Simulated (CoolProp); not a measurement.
Computed with CoolProp (reference Helmholtz-energy equation of state, Lemmon 2006). It is a short technical equation, of lower accuracy than the large ones.

**Question.** For nitrous oxide, give the phase and the Z, speed of sound (m/s), isothermal compressibility (1/MPa), expansivity (1/kK) at -58.35 °C and 3.78 MPa; 44.05 °C and 3.78 MPa; 58.75 °C and 3.78 MPa.

**Answer.** 
- -58.35 °C and 3.78 MPa: liquid; Z 0.0814, speed of sound 963, isothermal compressibility 0.00178, expansivity 2.80
- 44.05 °C and 3.78 MPa: gas; Z 0.811, speed of sound 246, isothermal compressibility 0.337, expansivity 6.13
- 58.75 °C and 3.78 MPa: gas; Z 0.842, speed of sound 256, isothermal compressibility 0.320, expansivity 5.21
